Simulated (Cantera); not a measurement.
A perfectly stirred reactor is fed with N2O = 1 (molar parts), at 0.0450 bar; it is held at 1150 K, and followed from long to short residence time.

Model: GRI-Mech 3.0 (53 species, 325 reactions), integrated in Cantera. GRI-Mech 3.0 was tuned for natural gas; its chemistry of N2O as a main component is partial and can be far from experiment. Radical loss at walls, strong at low pressure, is not modelled. The mechanism lacks the step 2 NO + O2 → 2 NO2, which can matter for NO2 below about 1400 K. The temperature is held fixed by assumption; the heat of reaction is taken as removed at once.

x: mole fraction; the columns are a selection and need not sum to one.

```
τ (s)    x N2O      x O2      x O      x N2     x NO2        x NO
-------  -----  --------  -------  --------  --------  ----------
3.9      0.943    0.0173  8.09e-7    0.0362   1.58e-6  (withheld)
1.2      0.982   0.00555  8.09e-7    0.0116   3.85e-7  (withheld)
0.39     0.994   0.00182  8.09e-7   0.00382   7.45e-8  (withheld)
0.12     0.998  0.000563  8.09e-7   0.00118   9.69e-9  (withheld)
0.039    0.999  0.000183  8.07e-7  0.000383   1.15e-9  (withheld)
0.012    1.000   5.58e-5  7.99e-7  0.000118  1.11e-10  (withheld)
0.0039   1.000   1.76e-5  7.78e-7   3.77e-5  1.13e-11  (withheld)
0.0012   1.000   5.00e-6  7.16e-7   1.12e-5    <1e-12  (withheld)
0.00040  1.000   1.35e-6  5.81e-7   3.41e-6    <1e-12  (withheld)
0.00013  1.000   2.77e-7  3.66e-7   9.46e-7    <1e-12  (withheld)
```

### Question
Complete the blanks.

### Answer

- 3.9, x NO: 0.00324
- 1.2, x NO: 0.00104
- 0.39, x NO: 0.000341
- 0.12, x NO: 0.000105
- 0.039, x NO: 3.42e-5
- 0.012, x NO: 1.04e-5
- 0.0039, x NO: 3.30e-6
- 0.0012, x NO: 9.35e-7
- 0.00040, x NO: 2.53e-7
- 0.00013, x NO: 5.18e-8
